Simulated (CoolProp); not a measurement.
Saturation properties of R21 (Tc = 179.6 °C, pc = 5.289 MPa, ω = 0.206).

Model: reference Helmholtz-energy equation of state, Platzer 1990, in CoolProp. This equation is an older, rougher fit; its heat capacities, sound speeds and derivatives of the liquid may be far off and weren't checked against measurements.

| T (°C) | p (MPa) | liquid density (kg/m³) | enthalpy of vaporisation (kJ/kg) | vapour Z |
|---|---|---|---|---|
| -11.85 | 0.04211 | 1452 | 250.1 | 0.9803 |
| -4.45 | 0.05868 | 1436 | 246.4 | 0.9752 |
| 2.85 | 0.07977 | 1419 | 242.7 | 0.9693 |
| 10.25 | 0.1069 | 1402 | 238.7 | 0.9625 |
| 17.55 | 0.1403 | 1385 | 234.6 | 0.9549 |
| 24.95 | 0.1819 | 1368 | 230.4 | 0.9463 |
| 32.25 | 0.2318 | 1350 | 226.0 | 0.9368 |
| 39.65 | 0.2924 | 1331 | 221.5 | 0.9262 |
| 46.95 | 0.3633 | 1313 | 216.8 | 0.9148 |

It boils at 8.9 °C under 1 atm.
